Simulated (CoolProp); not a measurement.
A Linde-Hampson liquefier for CF4 (R14): isothermal reversible compression at 320 K from 1 atm to 10 MPa, throttling to 1 atm, return gas leaving the recuperator 2 K below the feed. Each further row changes one setting.

Computed with CoolProp (reference Helmholtz-energy equation of state, Platzer 1990). This equation is an older, rougher fit; its heat capacities, sound speeds and derivatives of the liquid may be far off and weren't checked against measurements.

```
case                        liquid yield per pass  compression work (kJ/kg of gas)
--------------------------  ---------------------  -------------------------------
as stated                                   0.139                              131
high pressure 20 MPa                          ___                              ___
warm-end temperature 350 K                    ___                              ___
warm-end gap 7 K                              ___                              131
```

Task: What belongs in the gaps?

Result: 
- high pressure 20 MPa, liquid yield per pass: 0.222
- high pressure 20 MPa, compression work (kJ/kg of gas): 148
- warm-end temperature 350 K, liquid yield per pass: 0.101
- warm-end temperature 350 K, compression work (kJ/kg of gas): 146
- warm-end gap 7 K, liquid yield per pass: 0.126
